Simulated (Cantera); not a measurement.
Feed: 1 mol SiC, 1.9 mol CO2, 34 mol H2, equilibrated at 2073 K.

Equilibrium computed with Cantera from the NASA thermochemical tables; the gas is ideal and each condensed phase is pure. Candidate condensed phases: C, C6H6, C7H8, C8H18, H2O, Si, SiC, SiO2; 123 gas species. Equilibrium is a limit: real reactors are often held back by kinetics, nucleation or transport.

Question: At 0.000750 Torr, list the 5 most abundant gas species with their mole fractions, and the condensed phases.

Answer: H 0.839, H2 0.102, CO 0.0444, SiO 0.0138, Si 0.00153. Condensed: gas only.
